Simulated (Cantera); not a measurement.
Charge: 1 mol SiH4, 1.3 mol CH4, 280 mol H2, 0.015 mol C3H8, at 13.3 mbar.

Cantera equilibrium calculation (NASA polynomials, part measured and part estimated; ideal gas, pure solids and liquids). Candidate condensed phases: C, C6H6, C7H8, C8H18, Si, SiC; 87 gas species. Kinetics and transport are ignored.

Over these rows the condensed part is C(graphite) + SiC(s). Partial pressures as log10 of bar:

```json
[
 {"T (K)": "1423", "1000/T (1/K)": "0.7027", "log p C2H2 (acetylene)": "-7.34", "log p H2": "-1.88"},
 {"T (K)": "1498", "1000/T (1/K)": "0.6676", "log p C2H2 (acetylene)": "-6.93", "log p H2": "-1.88"},
 {"T (K)": "1573", "1000/T (1/K)": "0.6357", "log p C2H2 (acetylene)": "-6.56", "log p H2": "-1.88"},
 {"T (K)": "1648", "1000/T (1/K)": "0.6068", "log p C2H2 (acetylene)": "-6.22", "log p H2": "-1.88"},
 {"T (K)": "1723", "1000/T (1/K)": "0.5804", "log p C2H2 (acetylene)": "?", "log p H2": "-1.88"},
 {"T (K)": "1798", "1000/T (1/K)": "0.5562", "log p C2H2 (acetylene)": "-5.64", "log p H2": "-1.88"}
]
```

**Question.** Fit log p(C2H2 (acetylene)) = a + b·(1000/T) to the five rows, give the apparent enthalpy, and predict the row at 1723 K.

**Answer.** Means: 1000/T = 0.6338, log p = -6.538. Sxy = -0.146820, Sxx = 0.0126440, so b = -11.61 and a = -6.538 − (-11.61)×0.6338 = 0.82.
Apparent enthalpy: −19.145 × (-11.61) = 222 kJ/mol. With the condensed phases at unit activity, 2 C(graphite) + H2(g) = C2H2 (acetylene)(g) links this pressure to the main gases: over the six rows their terms move log p by +0.00 in all, so the slope is close to that reaction's ΔH°. The five rows lie within 0.01 of the line.
Prediction at 1723 K: 0.82 + (-11.61)×0.5804 = -5.92. The computed value is -5.92, 0.00 from the line.
